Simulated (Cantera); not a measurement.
Source: NASA polynomial tables (part measured, part estimated), evaluated in Cantera. Values are per mole of reaction as written; species without (g) are pure solids or liquids, kept so even where they would boil at 1 bar.

10 NO₂(g) + 8 PH₃(g) = N₂(g) + 2 P₄O₁₀ + 8 NH₃(g)

```json
[
 {"T (K)": "300", "ΔH° (kJ)": "-6772.7", "ΔS° (J/K)": "-1892.3", "ΔG° (kJ)": "-6205.0", "log10 K": "1080.37"},
 {"T (K)": "423", "ΔH° (kJ)": "___", "ΔS° (J/K)": "___", "ΔG° (kJ)": "___", "log10 K": "___"},
 {"T (K)": "448", "ΔH° (kJ)": "___", "ΔS° (J/K)": "___", "ΔG° (kJ)": "___", "log10 K": "___"},
 {"T (K)": "473", "ΔH° (kJ)": "___", "ΔS° (J/K)": "___", "ΔG° (kJ)": "___", "log10 K": "___"},
 {"T (K)": "498", "ΔH° (kJ)": "___", "ΔS° (J/K)": "___", "ΔG° (kJ)": "___", "log10 K": "___"},
 {"T (K)": "523", "ΔH° (kJ)": "-6745.5", "ΔS° (J/K)": "-1826.9", "ΔG° (kJ)": "-5790.0", "log10 K": "578.27"},
 {"T (K)": "548", "ΔH° (kJ)": "-6741.3", "ΔS° (J/K)": "-1819.0", "ΔG° (kJ)": "-5744.5", "log10 K": "547.54"},
 {"T (K)": "573", "ΔH° (kJ)": "-6736.8", "ΔS° (J/K)": "-1811.0", "ΔG° (kJ)": "-5699.1", "log10 K": "519.52"},
 {"T (K)": "598", "ΔH° (kJ)": "-6732.1", "ΔS° (J/K)": "-1803.0", "ΔG° (kJ)": "-5653.9", "log10 K": "493.85"}
]
```

Some entries are withheld; supply them.


- 423, ΔH° (kJ): -6760.3
- 423, ΔS° (J/K): -1858.2
- 423, ΔG° (kJ): -5974.3
- 423, log10 K: 737.73
- 448, ΔH° (kJ): -6757.0
- 448, ΔS° (J/K): -1850.5
- 448, ΔG° (kJ): -5927.9
- 448, log10 K: 691.16
- 473, ΔH° (kJ): -6753.4
- 473, ΔS° (J/K): -1842.7
- 473, ΔG° (kJ): -5881.8
- 473, log10 K: 649.53
- 498, ΔH° (kJ): -6749.6
- 498, ΔS° (J/K): -1834.9
- 498, ΔG° (kJ): -5835.8
- 498, log10 K: 612.10
